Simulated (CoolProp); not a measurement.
Vapour-liquid equilibrium of n-butane (1) + n-decane (2) at 1.68 bar; x and y are mole fractions of (1).

Computed with CoolProp (multi-fluid Helmholtz-energy mixture model, Bücker 2006 and Lemmon 2006; pair parameters Kunz 2012).

Task: Give the bubble temperature and the first vapour's composition at x = 0.05, 0.45, 0.75. Is there an azeotrope?

Result: x = 0.05: 418.1 K, y = 0.727; x = 0.45: 311.5 K, y = 0.998; x = 0.75: 295.5 K, y = 1.000. No azeotrope shows between x = 0.05 and 0.95.

Pair parameters are fitted to limited data, so mixtures are less certain than the pure fluids. The gap from Raoult's law changes sign with composition, which may be real or a fault of the pair parameters; it wasn't checked against measurements.
